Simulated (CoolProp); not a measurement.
The numbers come from the reference Helmholtz-energy equation of state, Lemmon 2013 in CoolProp.

Q: For propylene, give the phase and the density (kg/m³), cv (kJ/(kg K)), isothermal compressibility (1/MPa), viscosity (µPa s) at 203.4 K and 1.01 MPa; 203.4 K and 1.52 MPa; 203.4 K and 2.28 MPa.

A: 
- 203.4 K and 1.01 MPa: liquid; density 638, cv 1.34, isothermal compressibility 0.00139, viscosity 257
- 203.4 K and 1.52 MPa: liquid; density 638, cv 1.34, isothermal compressibility 0.00138, viscosity 258
- 203.4 K and 2.28 MPa: liquid; density 639, cv 1.34, isothermal compressibility 0.00136, viscosity 259

Viscosity comes from a separate model (Huber 2003), an estimate that may be off by 10 % or more.
